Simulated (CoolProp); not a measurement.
A simple Rankine cycle with n-perfluoropentane: condensing at 320.15 K, boiler at 1.17 MPa, turbine inlet 499 K, turbine efficiency 0.75, pump efficiency 0.7, no recuperator. Each further row changes one setting.

Computed with CoolProp (reference Helmholtz-energy equation of state, Gao 2022).

```
case                             thermal efficiency (%)  net work (kJ/kg)  heat in (kJ/kg)  turbine exit temperature (K)  volume ratio over the turbine
-------------------------------  ----------------------  ----------------  ---------------  ----------------------------  -----------------------------
as stated                                           6.9              17.4              251                         476.3                           6.60
condensing temperature 312.15 K                     7.7              20.0              260                         473.5                           8.57
boiler pressure 0.819 MPa                           5.7              14.4              253                         481.4                           4.51
turbine efficiency 0.65                             5.9              14.9              251                         478.6                           6.63
```
